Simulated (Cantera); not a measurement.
Cantera run:

```python
import numpy as np
import cantera as ct

gas_names = """
    B BN BO BO2 B2 B2O B2O2 B2O3 N NO NO2 NO3 N2 N2O O O2 O3
""".split()
cond_names = """
    B(b) B(L) BN(s) B2O3(L)
""".split()


# ... load() reads the species with a 1 bar reference pressure and builds the phases ...
atoms = {
    'B2O3': {'B': 2, 'O': 3},
    'N2': {'N': 2},
    'O2': {'O': 2},
}
top_T = {'BN(s)': 3200}  # K; cautious upper limits of use, not melting points


# ... equilibrate(T, P, feed) seeds the gas with the atoms and calls Mixture.equilibrate('TP', solver="vcs", rtol=1e-11, max_steps=5000) ...
results = []
feed = {'B2O3': 1, 'N2': 5.2, 'O2': 1.5}  # mol
T = 1148  # K
P = 1000  # Pa
mix = equilibrate(T, P, feed)
results.append((T, P, feed, dict(zip(mix.species_names, mix.species_moles))))
x = sorted(zip(gas.X, gas.species_names), reverse=True)
print(f"T = {T:g} K  P = {P:g} Pa  gas = {mix.phase_moles(0):.4g} mol")
print("   x: " + "  ".join(f"{s} {v:.3e}" for v, s in x if v > 0.001))
print("   condensed (mol): " + ("  ".join(f"{mix.phase(i).name} {mix.phase_moles(i):.4g}"
      for i in range(1, mix.n_phases) if mix.phase_moles(i) > 1e-12) or "none"))
```

It prints:

```
T = 1148 K  P = 1000 Pa  gas = 6.7 mol
   x: N2 7.761e-01  O2 2.238e-01
   condensed (mol): B2O3(L) 1
```

Method: chemical equilibrium by Gibbs-energy minimisation in Cantera with the NASA 1993 tables (ideal gas, pure condensed phases).
